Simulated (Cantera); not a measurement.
Standard-state values (1 bar) from the NASA 1993 polynomials, evaluated with Cantera. Values are per mole of reaction as written; species without (g) are pure solids or liquids, kept so even where they would boil at 1 bar. TiC: taken at fixed stoichiometry.

Ti + CH4(g) ⇌ 4 H(g) + TiC, with ΔH° = 762.6 kJ and ΔS° = 266.3 J/K at 300 K.

### Question
How far is the shortcut ΔG° ≈ ΔH°(300 K) − T·ΔS°(300 K) from the full temperature-dependent value at 898, 1098, 1298, 1498, 1698, 1898, 2098, 2298, 2498 K?

### Answer
```
T (K)  shortcut (kJ)  full (kJ)  difference (kJ)  difference in log10 K  condensed phases
-----  -------------  ---------  ---------------  ---------------------  ----------------
898            523.4      502.6             20.8                  -1.21     Ti(α), TiC(s)
1098           470.1      437.7             32.5                  -1.54     Ti(α), TiC(s)
1298           416.9      372.4             44.5                  -1.79     Ti(β), TiC(s)
1498           363.6      306.6             57.1                  -1.99     Ti(β), TiC(s)
1698           310.3      240.4             70.0                  -2.15     Ti(β), TiC(s)
1898           257.1      173.9             83.1                  -2.29     Ti(β), TiC(s)
2098           203.8      108.6             95.2                  -2.37     Ti(l), TiC(s)
2298           150.5       43.8            106.7                  -2.43     Ti(l), TiC(s)
2498            97.3      -20.9            118.2                  -2.47     Ti(l), TiC(s)
```
The shortcut ignores heat capacities and the phase changes listed.
